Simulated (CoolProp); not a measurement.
A closed Brayton cycle with carbon dioxide: compressor inlet 318.15 K and 7.8 MPa, high pressure 23.1 MPa, turbine inlet 685 K, compressor efficiency 0.89, turbine efficiency 0.93, recuperator effectiveness 0.8 (on enthalpy, no pinch check). Each further row changes one setting.

The numbers come from the reference Helmholtz-energy equation of state, Span 1996 in CoolProp.

```tsv
case	thermal efficiency (%)	net work (kJ/kg)	compressor to turbine work	compressor exit (K)	turbine exit (K)
as stated	[?]	65.6	0.44	405.4	565.6
turbine inlet 635 K	25.4	54.7	0.48	405.4	520.2
compressor inlet 328.15 K	[?]	58.3	0.50	422.7	565.6
high pressure 19.6 MPa	[?]	59.1	0.41	391.9	[?]
recuperator effectiveness 0.5	[?]	65.6	0.44	405.4	565.6
```

Question: Complete the blanks.

Answer: 
- as stated, thermal efficiency (%): 27.7
- compressor inlet 328.15 K, thermal efficiency (%): 26.3
- high pressure 19.6 MPa, thermal efficiency (%): 26.7
- high pressure 19.6 MPa, turbine exit (K): 583.2
- recuperator effectiveness 0.5, thermal efficiency (%): 22.5
